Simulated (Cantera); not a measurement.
A closed system holds: 1 mol Fe, 0.03 mol Cl₂, 0.44 mol N₂, equilibrated at 1.00 bar.

Cantera equilibrium calculation (NASA polynomials, part measured and part estimated; ideal gas, pure solids and liquids). Candidate condensed phases: Fe, FeCl₂, FeCl₃; 10 gas species. Mutual solubility and eutectic melting of coexisting phases are not modelled. Kinetics and transport are ignored.

Problem. Which condensed phases are stable at each of these points (T (K)): 775, 825, 875, 925, 975, 1025, 1075, 1125, 1175, 1225, 1275, 1325, 1375, 1425?

Solution. 
| T (K) | condensed phases | Fe condensed (%) |
|---|---|---|
| 775 | Fe(α) + FeCl₂(s) | 100.0 |
| 825 | Fe(α) + FeCl₂(s) | 100.0 |
| 875 | Fe(α) + FeCl₂(s) | 99.9 |
| 925 | Fe(α) + FeCl₂(s) | 99.7 |
| 975 | Fe(α) + FeCl₂(l) | 99.1 |
| 1025 | Fe(α) + FeCl₂(l) | 98.0 |
| 1075 | Fe(α) | 97.0 |
| 1125 | Fe(α) | 97.0 |
| 1175 | Fe(α) | 97.0 |
| 1225 | Fe(γ) | 97.0 |
| 1275 | Fe(γ) | 97.0 |
| 1325 | Fe(γ) | 97.0 |
| 1375 | Fe(γ) | 97.0 |
| 1425 | Fe(γ) | 97.0 |

From 775 K to 925 K the condensed part is Fe(α) + FeCl₂(s). From 975 K to 1025 K the condensed part is Fe(α) + FeCl₂(l). From 1075 K to 1175 K the condensed part is Fe(α). From 1225 K to 1425 K the condensed part is Fe(γ).
